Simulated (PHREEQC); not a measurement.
Consider water at 25 °C with 0.041 mol CuCl2, 0.0048 mol H2SO4 and 0.00021 mol NaCl per kg of water. Closed to the air; pH follows from the charge balance.

All values are PHREEQC results (ion-association model, phreeqc.dat), not measurements.

Problem. The ionic strength comes out as 0.122 mol/kgw. What activity coefficients do Na+, H+, Cu+2, HSO4-, Cl- get?

Solution. Na+ 0.77, H+ 0.82, Cu+2 0.38, HSO4- 0.77, Cl- 0.75.

This is a speciation only: nothing precipitates in the calculation.
